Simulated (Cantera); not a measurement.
An isothermal plug-flow reactor at 625 K and 1.00 atm (inlet), inlet velocity 0.071 m/s, active area per volume 100 1/m; feed H₂ : O₂ : N₂ : H₂O = 0.004 : 0.026 : 0.79 : 0.062 (molar parts), equivalence ratio 0.077.

Cantera simulation using Deutschmann's 1995 Pt surface mechanism with GRI-Mech 3.0 gas chemistry; the numbers are that mechanism's predictions, not measurements. Catalytic surfaces can have several steady states; this one follows from the mechanism file's or the stated starting coverage. Mass transfer to the wall is taken as infinitely fast.

What does this change do: pressure from 1.00 atm to 2.57 atm?


| quantity | before | after |
|---|---|---|
| x(H₂) at z = 0.022 m | 5.09e-6 | 9.56e-6 |
| x(O₂) at z = 0.022 m | 0.0273 | 0.0273 |
| x(H₂O) at z = 0.022 m | 0.0750 | 0.0750 |
| θ(free Pt) at the exit | 0.00299 | 0.00207 |
| θ(O*) at the exit | 0.992 | 0.991 |
| θ(OH*) at the exit | 0.00519 | 0.00692 |
